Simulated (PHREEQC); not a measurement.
Solution (15 °C): 0.029 mol Pb(NO3)2 and 4.9e-05 mol NaCl per kg of water. Closed to the air; pH follows from the charge balance.

All values are PHREEQC results (ion-association model, phreeqc.dat), not measurements.

The ionic strength comes out as 0.0735 mol/kgw. What activity coefficients do Pb2OH+3, Pb+2, H+, NO3-, PbNO3+ get?

Pb2OH+3 0.14, Pb+2 0.41, H+ 0.84, NO3- 0.78, PbNO3+ 0.80.

Precipitation was switched off in this run.
